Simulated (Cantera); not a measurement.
A closed system holds: 1 mol Ti(OiPr)4, 3.2 mol O2, 75 mol H2, at 775 °C and 0.133 bar.

Method: chemical equilibrium by Gibbs-energy minimisation in Cantera with the NASA 1993 tables (ideal gas, pure condensed phases). Candidate condensed phases: C, C6H6, C7H8, C8H18, H2O, Ti, TiC, TiO, TiO2, Ti2O3, Ti3O5, Ti4O7; 113 gas species. The feed counts by its element totals alone. Equilibrium is a limit: real reactors are often held back by kinetics, nucleation or transport.

Base state: H2 0.907, CO 0.0846, CH4 0.00639, H2O 0.00191, CO2 0.000211 (mole fractions); condensed: C(graphite) + TiO2(rutile).

Question: What changes in the equilibrium state with this change: O2 from 3.2 to 0.34 mol?

Answer: 
| species | before | after |
|---|---|---|
| H2 | 0.907 | 0.963 |
| CO | 0.0846 | 0.0287 |
| CH4 | 0.00639 | 0.00721 |
| H2O | 0.00191 | 0.000688 |
| CO2 | 0.000211 | 2.43e-5 |
| C(graphite), mol | 3.19 | 8.73 |
| TiO2(rutile), mol | 1.00 | 1.00 |
